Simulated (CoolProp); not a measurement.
Vapour-liquid equilibrium of CHF3 (R23) (1) + R113 (2) at -17.85 °C; x and y are mole fractions of (1).

The numbers come from the multi-fluid Helmholtz-energy mixture model, Penoncello 2003 and Marx 1992; pair parameters Bell 2016 in CoolProp.

**Question.** Give the bubble pressure and the first vapour's composition at x = 0.2, 0.5, 0.8. Is there an azeotrope?

**Answer.** x = 0.2: 570.6 kPa, y = 0.989; x = 0.5: 1081 kPa, y = 0.994; x = 0.8: 1239 kPa, y = 0.995. No azeotrope shows between x = 0.05 and 0.95.

The pair parameters rest on a limited set of measurements; away from them the model extrapolates. The gap from Raoult's law changes sign with composition, which may be real or a fault of the pair parameters; it wasn't checked against measurements. With so large a gap from Raoult's law the liquid may split in two, which this calculation doesn't test in full.
